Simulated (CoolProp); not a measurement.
A simple Rankine cycle with cyclopentane: condensing at 331.15 K, boiler at 3.24 MPa, turbine inlet 527 K, turbine efficiency 0.65, pump efficiency 0.6, no recuperator. Each further row changes one setting.

Values from CoolProp's reference Helmholtz-energy equation of state, Gedanitz 2015.

```
case                             thermal efficiency (%)  net work (kJ/kg)  heat in (kJ/kg)  turbine exit temperature (K)  volume ratio over the turbine
-------------------------------  ----------------------  ----------------  ---------------  ----------------------------  -----------------------------
as stated                                          14.2              96.6              678                         450.3                           28.0
turbine inlet 547 K                                14.1               103              731                         473.7                           26.8
condensing temperature 323.15 K                    15.1               105              694                         445.9                           35.8
boiler pressure 2.27 MPa                           13.1              92.3              702                         464.7                           17.9
turbine efficiency 0.55                            11.9              80.6              678                         458.5                           28.5
```
